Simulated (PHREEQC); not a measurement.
Consider water at 20 °C with 51 mmol/kgw CuCl2 and 140 mmol/kgw KCl. Closed to the air; pH follows from the charge balance.

The numbers come from PHREEQC with the ion-association model, wateq4f.dat.

```tsv
quantity	before	after
pH	4.51	4.35
ionic strength (mol/kgw)	0.279	0.268
Cu+2 (mol/kgw)	0.0442	0.0390
CuCl+ (mol/kgw)	0.00645	0.0113
CuCl2 (mol/kgw)	0.000345	0.000687
Cu2(OH)2+2 (mol/kgw)	1.62e-5	2.63e-5
SI of Tenorite (CuO)	-0.67	-0.49
SI of Atacamite (Cu2(OH)3Cl)	+1.40	+1.47
```

Task: What was changed between the two runs?
(A) temperature from 20 to 35 °C
(B) KCl from 0.14 to 0.28 mol/kgw
(C) diluted 10-fold with water
(D) temperature from 20 to 60 °C
(E) diluted 2-fold with water

Result: A, temperature from 20 to 35 °C

This is a speciation only: nothing precipitates in the calculation. Some of these states are supersaturated (in Atacamite, for instance).
